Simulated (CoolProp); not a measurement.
Vapour-liquid equilibrium of R143a (1) + R1234yf (2) at 583 kPa; x and y are mole fractions of (1).

The numbers come from the multi-fluid Helmholtz-energy mixture model, Lemmon and Jacobsen 2000 and Lemmon 2022; pair parameters Bell 2016 in CoolProp.

| x | bubble temperature (K) | y at the bubble point | dew temperature at overall composition x (K) | liquid density (mol/L) |
|---|---|---|---|---|
| 0.05 | 291.0 | 0.086 | 291.7 | 9.863 |
| 0.2 | 286.8 | [?] | 288.9 | 10.21 |
| 0.35 | [?] | 0.483 | 285.9 | 10.57 |
| 0.5 | 279.9 | 0.632 | 282.7 | [?] |
| 0.65 | 277.0 | 0.759 | 279.5 | 11.31 |
| 0.8 | 274.4 | 0.870 | 276.0 | 11.71 |
| 0.95 | [?] | 0.969 | [?] | 12.12 |

**Question.** What belongs in the gaps?

**Answer.** 
- 0.2, y at the bubble point: 0.305
- 0.35, bubble temperature (K): 283.1
- 0.5, liquid density (mol/L): 10.94
- 0.95, bubble temperature (K): 272.0
- 0.95, dew temperature at overall composition x (K): 272.4

No azeotrope shows between x = 0.05 and 0.95.

The pair parameters rest on a limited set of measurements; away from them the model extrapolates.
